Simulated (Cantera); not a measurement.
## AlCl3 + H2O + H2 (aluminium nitride and oxide growth)

A closed system holds: 1 mol AlCl3, 12 mol H2O, 160 mol H2, equilibrated at 20.0 Pa.

Equilibrium computed with Cantera from the NASA thermochemical tables; the gas is ideal and each condensed phase is pure. Candidate condensed phases: Al, AlCl3, Al2O3, H2O; 29 gas species. The tables' values for AlOH are old estimates; treat these amounts as uncertain. Condensed phases not in the tables: AlOCl. The numbers say what is thermodynamically allowed, not how fast it happens.

```json
[
 {"T (°C)": "327", "x H2": "0.922", "x H": "<1e-12", "x H2O": "0.0605", "x HCl": "0.0173", "n Al2O3(s)": "0.500"},
 {"T (°C)": "527", "x H2": "0.922", "x H": "1.97e-10", "x H2O": "0.0605", "x HCl": "0.0173", "n Al2O3(s)": "0.500"},
 {"T (°C)": "727", "x H2": "0.922", "x H": "1.54e-7", "x H2O": "0.0605", "x HCl": "0.0173", "n Al2O3(s)": "0.500"},
 {"T (°C)": "927", "x H2": "0.922", "x H": "1.34e-5", "x H2O": "0.0605", "x HCl": "0.0173", "n Al2O3(s)": "0.500"},
 {"T (°C)": "1127", "x H2": "0.922", "x H": "0.000330", "x H2O": "0.0605", "x HCl": "0.0173", "n Al2O3(s)": "0.500"},
 {"T (°C)": "1327", "x H2": "0.919", "x H": "0.00368", "x H2O": "0.0604", "x HCl": "0.0172", "n Al2O3(s)": "0.500"},
 {"T (°C)": "1527", "x H2": "0.899", "x H": "0.0240", "x H2O": "0.0597", "x HCl": "0.0167", "n Al2O3(s)": "0.500"},
 {"T (°C)": "1727", "x H2": "0.822", "x H": "0.104", "x H2O": "0.0567", "x HCl": "0.0149", "n Al2O3(s)": "0.488"},
 {"T (°C)": "1927", "x H2": "0.618", "x H": "0.313", "x H2O": "0.0482", "x HCl": "0.0100", "n Al2O3(s)": "0.306"}
]
```
x: gas mole fraction; n: condensed amount in mol.

From 327 °C to 1927 °C the condensed part is Al2O3(s).
